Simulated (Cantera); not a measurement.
**Ignition delay**

Mixture: 7.18 % CH4, 1.01 % C2H6, 19.3 % O2, 72.6 % N2, at 8250 Torr, adiabatic and at constant pressure. Ignition delay is the time to a rise of 400 K.

Cantera simulation using GRI-Mech 3.0 (53 species, 325 reactions); the numbers are that mechanism's predictions, not measurements.

| T0 (K) | delay (ms) |
|---|---|
| 1025 | 13.3 |
| 1075 | 5.27 |
| 1125 | 2.31 |
| 1175 | 1.11 |
| 1225 | 0.578 |
| 1275 | 0.323 |
| 1325 | 0.192 |
| 1375 | 0.119 |
| 1425 | 0.0764 |

```yaml
apparent activation energy between 1325 and 1425 K: 140 kJ/mol
```
